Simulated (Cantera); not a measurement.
An adiabatic, constant-volume homogeneous reactor starts with CH₃OH : O₂ : N₂ = 1 : 2.83 : 10.6 (molar parts), at 1775 K and 2500000 Pa. Integrator tolerance rtol = 1e-08.

Model: GRI-Mech 3.0 (53 species, 325 reactions), integrated in Cantera. GRI-Mech 3.0 was tuned for natural gas; its chemistry of methanol as a main component is partial and can be far from experiment. The pressure lies above the range GRI-Mech 3.0 was tuned for (to about 10 atm).

Problem. What does this change do: initial temperature 1775 to 1648 K?

Solution. 
| quantity | before | after |
|---|---|---|
| time of steepest temperature rise | 2.08 µs | 5.05 µs |
| temperature at 1.00 s | 2930 K | 2857 K |
| equilibrium temperature | 2930 K | 2857 K |
| x(CH₃OH) at 1.00 s | <1e-12 (gas-phase equilibrium <1e-12) | <1e-12 (gas-phase equilibrium <1e-12) |
| x(O₂) at 1.00 s | 0.0755 (gas-phase equilibrium 0.0755) | 0.0765 (gas-phase equilibrium 0.0765) |
| x(OH) at 1.00 s | 0.0152 (gas-phase equilibrium 0.0152) | 0.0128 (gas-phase equilibrium 0.0128) |
| x(CH₂CO) at 1.00 s | <1e-12 (gas-phase equilibrium <1e-12) | <1e-12 (gas-phase equilibrium <1e-12) |
| x(CH₂) at 1.00 s | <1e-12 (gas-phase equilibrium <1e-12) | <1e-12 (gas-phase equilibrium <1e-12) |
| x(CH₂O) at 1.00 s | 3.44e-10 (gas-phase equilibrium 3.44e-10) | 2.07e-10 (gas-phase equilibrium 2.07e-10) |

Problem. What does this change do: initial temperature 1775 to 1025 K?

Solution. 
```json
[
 {"quantity": "time of steepest temperature rise", "before": "2.08 µs", "after": "29.5 ms"},
 {"quantity": "temperature at 1.00 s", "before": "2930 K", "after": "2443 K"},
 {"quantity": "equilibrium temperature", "before": "2930 K", "after": "2443 K"},
 {"quantity": "x(CH₃OH) at 1.00 s", "before": "<1e-12 (gas-phase equilibrium <1e-12)", "after": "<1e-12 (gas-phase equilibrium <1e-12)"},
 {"quantity": "x(O₂) at 1.00 s", "before": "0.0755 (gas-phase equilibrium 0.0755)", "after": "0.0821 (gas-phase equilibrium 0.0821)"},
 {"quantity": "x(OH) at 1.00 s", "before": "0.0152 (gas-phase equilibrium 0.0152)", "after": "0.00391 (gas-phase equilibrium 0.00391)"},
 {"quantity": "x(CH₂CO) at 1.00 s", "before": "<1e-12 (gas-phase equilibrium <1e-12)", "after": "<1e-12 (gas-phase equilibrium <1e-12)"},
 {"quantity": "x(CH₂) at 1.00 s", "before": "<1e-12 (gas-phase equilibrium <1e-12)", "after": "<1e-12 (gas-phase equilibrium <1e-12)"},
 {"quantity": "x(CH₂O) at 1.00 s", "before": "3.44e-10 (gas-phase equilibrium 3.44e-10)", "after": "5.19e-12 (gas-phase equilibrium 5.19e-12)"}
]
```
